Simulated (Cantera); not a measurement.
A closed system holds: 1 mol FeS, 17 mol H2, 0.22 mol H2O, equilibrated at 1773 K and 20.0 Pa.

These are equilibrium values from Cantera (NASA tables, ideal gas, pure condensed phases), not measurements of a reactor. Candidate condensed phases: Fe, FeO, Fe(OH)2, Fe(OH)3, FeS, FeSO4, FeS2, Fe2O3, Fe2(SO4)3, Fe3O4, H2O, H2SO4, S; 22 gas species. The numbers say what is thermodynamically allowed, not how fast it happens.

Base state: H2 0.884, Fe 0.0528, S2 0.0195, H 0.0189, H2O 0.0110, S 0.00588, SH 0.00531, H2S 0.00207 (mole fractions); condensed: gas only.

Q: What changes in the equilibrium state with this change: FeS replaced by Fe3O4?

A: 
```
species      before   after
----------  -------  ------
H2            0.884   0.666
H2O          0.0110   0.218
Fe           0.0528  0.0989
S2           0.0195       0
H            0.0189  0.0164
S           0.00588       0
SH          0.00531       0
Fe(δ), mol        0    1.09
```
